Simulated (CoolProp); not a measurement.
Vapour-liquid equilibrium of diethyl ether (1) + ethanol (2) at 0.371 MPa; x and y are mole fractions of (1).

Computed with CoolProp (multi-fluid Helmholtz-energy mixture model, Thol 2014 and Schroeder 2014; pair parameters Bell 2016).

Problem. Give the bubble temperature and the first vapour's composition at x = 0.5, 0.65, 0.8. Is there an azeotrope?

Solution. x = 0.5: 359.2 K, y = 0.763; x = 0.65: 355.9 K, y = 0.827; x = 0.8: 353.2 K, y = 0.891. No azeotrope shows between x = 0.05 and 0.95.

The pair parameters rest on a limited set of measurements; away from them the model extrapolates.
